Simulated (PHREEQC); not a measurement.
Make-up at 20 °C: 0.035 mol HF, 0.0016 mol NH4F and 5.6e-05 mol (NH4)2SiF6 per kg of water. Closed to the air; pH follows from the charge balance.

Equilibrium calculation in PHREEQC: ion-association model, phreeqc.dat.

No solid was allowed to form.

Q: Order these F species by the share of F that they hold, largest first: F-, HF, HF2-, SiF6-2.

A: HF (81 %), F- (15 %), HF2- (3.3 %), SiF6-2 (0.91 %)

The pH is 2.37 and the ionic strength 0.00635 mol/kgw. SiF6-2 is the database's only silicon fluoride.
